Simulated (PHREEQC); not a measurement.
0.1 mol of Zn3(PO4)2:4w (Zn3(PO4)2:4H2O) is brought to equilibrium with 1 kg of water holding 0.056 mol/kgw NaOH, at 25 °C under several pressures of CO2. Oxygen is held at 0.21 atm. Names ending in (a), (am) or -a are amorphous solids. The run lets Zn3(PO4)2:4w, Zn(OH)2-a, Smithsonite, Nahcolite, Natron precipitate or redissolve, and no other solid.

Equilibrium calculation in PHREEQC: ion-association model, wateq4f.dat.

Problem. Predict pH, dissolved Zn (mol/kgw), dissolved P (mol/kgw) at log pCO2 (atm) = -4.5, -3.5, -2.5, -2, -0.5.

Solution. 
```
log pCO2 (atm)     pH  dissolved Zn (mol/kgw)  dissolved P (mol/kgw)
--------------  -----  ----------------------  ---------------------
-4.5            10.04                 0.00184                 0.0137
-3.5             9.43                 0.00170                 0.0129
-2.5             8.67                0.000512                 0.0121
-2               8.25                0.000252                 0.0103
-0.5             6.89                 9.15e-5                0.00664
```

H3PO4, which wateq4f.dat lacks, is added to it with the constant of phreeqc.dat. The database has no phosphate complexes of Zn. The database's zinc carbonate complexes are estimates, stronger than later reviews accept.
